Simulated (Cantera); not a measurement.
## Premixed flame

A freely propagating, adiabatic, planar premixed flame of H2 : O2 : N2 : H2O = 1 : 0.877 : 3.3 : 0.76 (molar parts), equivalence ratio 0.57, unburnt at 600 K and 5.00 bar; mixture-averaged transport, grid criteria slope 0.08 and curve 0.16, no radiation.

Model: the H2/O2 subset of GRI-Mech 3.0, which has no nitrogen chemistry, integrated in Cantera. The hydrogen kinetics of GRI-Mech 3.0 are dated; newer H2 mechanisms differ, most at raised pressure. Burning velocities carry a grid error of a few per cent, more on coarse grids. Lean hydrogen flames are cellular in practice and burn faster than this planar one.

```json
[
 {"z (mm)": "-0.346", "T (K)": "602", "u (m/s)": "0.646", "x H2": "0.160", "x O2": "0.149", "x H2O": "0.130", "x H": "<1e-8", "x OH": "<1e-8", "x O": "<1e-8"},
 {"z (mm)": "-0.231", "T (K)": "610", "u (m/s)": "0.646", "x H2": "0.147", "x O2": "0.151", "x H2O": "0.133", "x H": "<1e-8", "x OH": "<1e-8", "x O": "<1e-8"},
 {"z (mm)": "-0.173", "T (K)": "629", "u (m/s)": "0.656", "x H2": "0.132", "x O2": "0.153", "x H2O": "0.138", "x H": "<1e-8", "x OH": "<1e-8", "x O": "<1e-8"},
 {"z (mm)": "-0.115", "T (K)": "695", "u (m/s)": "0.709", "x H2": "0.106", "x O2": "0.153", "x H2O": "0.153", "x H": "<1e-8", "x OH": "<1e-8", "x O": "<1e-8"},
 {"z (mm)": "-0.0577", "T (K)": "945", "u (m/s)": "0.943", "x H2": "0.0648", "x O2": "0.140", "x H2O": "0.195", "x H": "3.36e-6", "x OH": "4.03e-6", "x O": "3.74e-6"},
 {"z (mm)": "-0.0288", "T (K)": "1208", "u (m/s)": "1.20", "x H2": "0.0404", "x O2": "0.120", "x H2O": "0.235", "x H": "0.000147", "x OH": "0.000191", "x O": "0.000107"},
 {"z (mm)": "0", "T (K)": "1473", "u (m/s)": "1.46", "x H2": "0.0191", "x O2": "0.0971", "x H2O": "0.276", "x H": "0.000662", "x OH": "0.00130", "x O": "0.000570"},
 {"z (mm)": "0.0288", "T (K)": "1627", "u (m/s)": "1.61", "x H2": "0.00772", "x O2": "0.0825", "x H2O": "0.299", "x H": "0.000689", "x OH": "0.00274", "x O": "0.000792"},
 {"z (mm)": "0.0577", "T (K)": "1698", "u (m/s)": "1.68", "x H2": "0.00341", "x O2": "0.0769", "x H2O": "0.308", "x H": "0.000388", "x OH": "0.00310", "x O": "0.000626"},
 {"z (mm)": "0.115", "T (K)": "1746", "u (m/s)": "1.73", "x H2": "0.00102", "x O2": "0.0743", "x H2O": "0.314", "x H": "9.34e-5", "x OH": "0.00237", "x O": "0.000271"},
 {"z (mm)": "0.231", "T (K)": "1765", "u (m/s)": "1.75", "x H2": "0.000220", "x O2": "0.0739", "x H2O": "0.316", "x H": "1.16e-5", "x OH": "0.00131", "x O": "7.27e-5"},
 {"z (mm)": "0.461", "T (K)": "1770", "u (m/s)": "1.75", "x H2": "4.98e-5", "x O2": "0.0739", "x H2O": "0.317", "x H": "1.66e-6", "x OH": "0.000736", "x O": "2.20e-5"},
 {"z (mm)": "0.923", "T (K)": "1771", "u (m/s)": "1.75", "x H2": "2.37e-5", "x O2": "0.0740", "x H2O": "0.317", "x H": "6.61e-7", "x OH": "0.000554", "x O": "1.23e-5"}
]
```
x: mole fraction of selected species; z is measured from the peak of heat release.

- laminar burning velocity: 65.0 cm/s
- thermal thickness: 0.115 mm
- peak x(H): 0.000765
- peak x(OH): 0.00311
- peak x(O): 0.000794
- grid points: 106
